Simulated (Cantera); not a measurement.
Input: 1 mol FeS2, 0.87 mol H2, 0.61 mol N2, equilibrated at 150 Torr.

Equilibrium computed with Cantera from the NASA thermochemical tables; the gas is ideal and each condensed phase is pure. Candidate condensed phases: Fe, FeS, FeS2, S; 16 gas species. FeS: taken at fixed stoichiometry. Gases not in the tables: S3 to S7. The numbers say what is thermodynamically allowed, not how fast it happens.

Which condensed phases are stable at each of these points (T (°C)): 475, 575, 675, 775, 875, 975, 1075, 1175, 1275, 1375, 1475, 1575, 1675?


| T (°C) | condensed phases | Fe condensed (%) |
|---|---|---|
| 475 | FeS(s) + FeS2(s) | 100.0 |
| 575 | FeS(s) + FeS2(s) | 100.0 |
| 675 | FeS(s) | 100.0 |
| 775 | FeS(s) | 100.0 |
| 875 | FeS(s) | 100.0 |
| 975 | FeS(s) | 100.0 |
| 1075 | FeS(s) | 100.0 |
| 1175 | FeS(s) | 100.0 |
| 1275 | FeS(l) | 100.0 |
| 1375 | FeS(l) | 100.0 |
| 1475 | FeS(l) | 100.0 |
| 1575 | FeS(l) | 100.0 |
| 1675 | FeS(l) | 100.0 |

From 475 °C to 575 °C the condensed part is FeS(s) + FeS2(s). From 675 °C to 1175 °C the condensed part is FeS(s). From 1275 °C to 1675 °C the condensed part is FeS(l).
